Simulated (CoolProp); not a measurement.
Model: reference Helmholtz-energy equation of state, Platzer 1990, in CoolProp. This equation is an older, rougher fit.

### Question
For c-C4F8 (RC318), give the phase and the Joule-Thomson coefficient (K/MPa), conductivity (mW/(m K)) at 500 K and 1.39 bar; 500 K and 2.78 bar; 500 K and 9.72 bar.

### Answer
- 500 K and 1.39 bar: gas; Joule-Thomson coefficient 3.84, conductivity 26.1
- 500 K and 2.78 bar: gas; Joule-Thomson coefficient 3.86, conductivity 26.2
- 500 K and 9.72 bar: gas; Joule-Thomson coefficient 3.98, conductivity 26.9

Thermal conductivity comes from a separate model (Huber 2003), an estimate that may be off by 10 % or more.
